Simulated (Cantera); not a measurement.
Silicon carbide growth: SiCl₄ + CH₄ + H₂

Charge: 1 mol SiCl₄, 0.72 mol CH₄, 3.5 mol H₂, equilibrated at 1525 °C.

Method: chemical equilibrium by Gibbs-energy minimisation in Cantera with the NASA 1993 tables (ideal gas, pure condensed phases). Candidate condensed phases: C, C₆H₆, C₇H₈, C₈H₁₈, Si, SiC; 109 gas species. The tables' values for SiCl₃, SiCl are old estimates; treat these amounts as uncertain. The numbers say what is thermodynamically allowed, not how fast it happens.

| P (Pa) | x HCl | x H₂ | x SiCl₂ | x SiCl₃ | x H | x Cl | x SiCl₄ | n SiC(s) | n C(graphite) |
|---|---|---|---|---|---|---|---|---|---|
| 100 | 0.486 | 0.460 | 0.0395 | 0.000456 | 0.00755 | 0.00610 | 8.51e-6 | 0.719 | 0 |
| 220 | 0.489 | 0.462 | 0.0395 | 0.000678 | 0.00510 | 0.00413 | 1.88e-5 | 0.719 | 0 |
| 460 | 0.490 | 0.463 | 0.0393 | 0.000977 | 0.00353 | 0.00286 | 3.94e-5 | 0.719 | 0 |
| 1000 | 0.491 | 0.464 | 0.0389 | 0.00143 | 0.00240 | 0.00194 | 8.49e-5 | 0.719 | 0 |
| 2200 | 0.491 | 0.465 | 0.0384 | 0.00209 | 0.00162 | 0.00131 | 0.000184 | 0.717 | 0.00146 |
| 4600 | 0.489 | 0.467 | 0.0380 | 0.00297 | 0.00112 | 0.000900 | 0.000376 | 0.713 | 0.00596 |
| 10000 | 0.486 | 0.470 | 0.0372 | 0.00425 | 0.000763 | 0.000605 | 0.000787 | 0.706 | 0.0129 |
| 22000 | 0.481 | 0.474 | 0.0361 | 0.00602 | 0.000517 | 0.000401 | 0.00162 | 0.695 | 0.0235 |
| 46000 | 0.473 | 0.480 | 0.0344 | 0.00811 | 0.000360 | 0.000271 | 0.00309 | 0.680 | 0.0382 |
| 100000 | 0.460 | 0.490 | 0.0319 | 0.0107 | 0.000246 | 0.000177 | 0.00579 | 0.657 | 0.0604 |
x: gas mole fraction; n: condensed amount in mol.

From 1.00 mbar to 10.0 mbar the condensed part is SiC(s). From 22.0 mbar to 1.00 bar the condensed part is C(graphite) + SiC(s). The main Si-bearing gas is SiCl₂ throughout.
